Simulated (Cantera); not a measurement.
A perfectly stirred reactor is fed with H₂ : O₂ : N₂ = 0.078 : 1 : 0.88 (molar parts), equivalence ratio 0.039, at 20.0 Torr; it is held at 1375 K, and followed from long to short residence time.

Detailed kinetics in Cantera: the H2/O2 subset of GRI-Mech 3.0, which has no nitrogen chemistry. Radical loss at walls, strong at low pressure, is not modelled. The temperature is held fixed by assumption; the heat of reaction is taken as removed at once.

What does this change do: H2 0.078 to 0.22 parts?


```
quantity                 before     after
---------------------  --------  --------
x(H₂) at τ = 13.0 s     2.08e-5   5.60e-5
x(O₂) at τ = 13.0 s       0.500     0.447
x(HO₂) at τ = 13.0 s    2.86e-7   5.42e-7
x(H₂O) at τ = 13.0 s     0.0403     0.110
x(OH) at τ = 13.0 s    0.000550  0.000905
x(H₂) at τ = 52.0 ms   0.000575   0.00183
x(O₂) at τ = 52.0 ms      0.491     0.436
x(HO₂) at τ = 52.0 ms   2.02e-6   4.01e-6
x(H₂O) at τ = 52.0 ms    0.0374     0.103
x(OH) at τ = 52.0 ms    0.00295   0.00528
```
